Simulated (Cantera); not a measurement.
Charge: 1 mol SiO2, 0.034 mol C, 4.1 mol N2, held at 0.133 bar.

These are equilibrium values from Cantera (NASA tables, ideal gas, pure condensed phases), not measurements of a reactor. Candidate condensed phases: C, Si, SiC, SiO2, Si2N2O, Si3N4; 34 gas species. The tables hold silica as quartz up to 1696 K and as liquid above; real silica turns to tridymite and cristobalite and melts near 1996 K. Kinetics and transport are ignored. All values below are at 1652 °C.

Base state: N2 0.984, SiO 0.00819, CO 0.00812, CO2 3.67e-5 (mole fractions); condensed: SiO2(condensed).

Problem. What changes in the equilibrium state with this change: C from 0.034 to 0.097 mol?

Solution. 
```
species                before    after
--------------------  -------  -------
N2                      0.984    0.955
SiO                   0.00819   0.0226
CO                    0.00812   0.0226
CO2                   3.67e-5  3.69e-5
SiO2(condensed), mol    0.966    0.903
```
